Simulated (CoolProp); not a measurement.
The numbers come from the reference Helmholtz-energy equation of state, Lemmon 2006 in CoolProp. It is a short technical equation, of lower accuracy than the large ones.

### Question
For CH3F (R41), give the phase and the cp (kJ/(kg K)), cv (kJ/(kg K)), speed of sound (m/s), fugacity coefficient at 425 K and 13.6 MPa; 425 K and 18.2 MPa.

### Answer
- 425 K and 13.6 MPa: supercritical; cp 2.32, cv 1.27, speed of sound 320, fugacity coefficient 0.722
- 425 K and 18.2 MPa: supercritical; cp 2.59, cv 1.30, speed of sound 339, fugacity coefficient 0.656
